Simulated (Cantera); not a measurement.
Input (Python, Cantera) and output of one run.

```python
import numpy as np
import cantera as ct

gas_names = """
    CL CL2 H HCL H2 Si SiCL SiCL2 SiCL3 SiCL4 SiH SiHCL3 SiH2 SiH2CL2 SiH3 SiH3CL SiH4 Si2 Si3
""".split()
cond_names = """
    Si(cr) Si(L)
""".split()


def load(file, names, dense=False):
    # The tables refer to 1 bar. Condensed volumes are neglected.
    table = {s.name: s for s in ct.Species.list_from_file(file)}
    out = []
    for n in names:
        d = dict(table[n].input_data)
        d["thermo"] = dict(d["thermo"], **{"reference-pressure": 1e5})
        if dense:
            d["equation-of-state"] = {"model": "constant-volume", "density": "1e6 g/cm^3"}
        out.append(ct.Species.from_dict(d))
    return out


gas = ct.Solution(thermo="ideal-gas", species=load("nasa_gas.yaml", gas_names))
cond = {s.name: ct.Solution(thermo="fixed-stoichiometry", species=[s], name=s.name)
        for s in load("nasa_condensed.yaml", cond_names, dense=True)}
atoms = {
    'Si': {'Si': 1},
    'HCl': {'H': 1, 'CL': 1},
    'H2': {'H': 2},
}
top_T = {}  # K; cautious upper limits of use, not melting points


def equilibrate(T, P, feed):
    n = {}
    for name, mol in feed.items():
        for a, k in atoms[name].items():
            n[a] = n.get(a, 0.0) + k * mol
    gas.TPX = T, P, n
    mass = sum(n.values()) * gas.mean_molecular_weight
    gas.equilibrate("TP")
    valid = [c for c in cond.values() if c.min_temp <= T <= top_T.get(c.name, c.max_temp)]
    mix = ct.Mixture([(gas, mass / gas.mean_molecular_weight)] + [(c, 0.0) for c in valid])
    mix.T, mix.P = T, P
    mix.equilibrate("TP", solver="vcs", rtol=1e-11, max_steps=5000)
    return mix


results = []
feed = {'Si': 1, 'HCl': 0.82, 'H2': 8.4}  # mol
T = 1698  # K
for P in [10000, 20000, 42000, 85000, 170000, 350000, 720000, 1500000, 3000000]:
    mix = equilibrate(T, P, feed)
    results.append((T, P, feed, dict(zip(mix.species_names, mix.species_moles))))

top = {s: max(r[3][s] / sum(r[3][g] for g in gas_names) for r in results) for s in gas_names}
cols = sorted((s for s in top if top[s] > 1e-06), key=lambda s: -top[s])[:6]
seen = [c for c in cond_names if any(r[3].get(c, 0) > 1e-12 for r in results)]
print("log10 of partial pressures in bar; condensed amounts in mol")
print(f"{'P/Pa':>10s}" + "".join(f"{s[:9]:>10s}" for s in cols + seen))
for T, P, feed, n in results:
    ng = sum(n[g] for g in gas_names)
    print(f"{P:10.4g}" + "".join(f"{np.log10(max(n[s] / ng * P / 1e5, 1e-99)):10.3f}" for s in cols)
          + "".join(f"{n.get(c, 0):10.4g}" for c in seen))
```

Result:

```
log10 of partial pressures in bar; condensed amounts in mol
      P/Pa        H2       HCL     SiCL2    SiHCL3   SiH2CL2     SiCL3     Si(L)
     1e+04    -1.034    -2.221    -2.853    -5.674    -5.961    -4.648    0.8679
     2e+04    -0.733    -1.922    -2.555    -5.076    -5.362    -4.200    0.8677
   4.2e+04    -0.410    -1.602    -2.238    -4.439    -4.722    -3.724    0.8671
   8.5e+04    -0.104    -1.299    -1.939    -3.838    -4.117    -3.276    0.8662
   1.7e+05     0.197    -1.004    -1.650    -3.253    -3.526    -2.842    0.8647
   3.5e+05     0.512    -0.700    -1.356    -2.655    -2.918    -2.401     0.862
   7.2e+05     0.826    -0.402    -1.074    -2.076    -2.323    -1.979    0.8576
   1.5e+06     1.145    -0.108    -0.806    -1.513    -1.734    -1.576    0.8502
     3e+06     1.448     0.159    -0.573    -1.014    -1.200    -1.228    0.8395
```

Method: chemical equilibrium by Gibbs-energy minimisation in Cantera with the NASA 1993 tables (ideal gas, pure condensed phases). The tables' values for SiCl3, SiCl are old estimates; treat these amounts as uncertain. Gases not in the tables: Si2H6 and higher silanes.
